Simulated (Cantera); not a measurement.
A freely propagating, adiabatic, planar premixed flame of H2 : O2 : N2 = 1 : 0.25 : 0.8 (molar parts), unburnt at 475 K and 4050 Torr; mixture-averaged transport, grid criteria slope 0.08 and curve 0.16, no radiation.

Computed with Cantera and the H2/O2 subset of GRI-Mech 3.0, which has no nitrogen chemistry. The hydrogen kinetics of GRI-Mech 3.0 are dated; newer H2 mechanisms differ, most at raised pressure. Burning velocities carry a grid error of a few per cent, more on coarse grids.

Predict: laminar burning velocity; thermal thickness; peak x(OH); peak x(H2O2); peak x(O).


| Item | Value |
|---|---|
| laminar burning velocity | 696 cm/s |
| thermal thickness | 0.0459 mm |
| peak x(OH) | 0.00500 |
| peak x(H2O2) | 8.38e-5 |
| peak x(O) | 0.00255 |
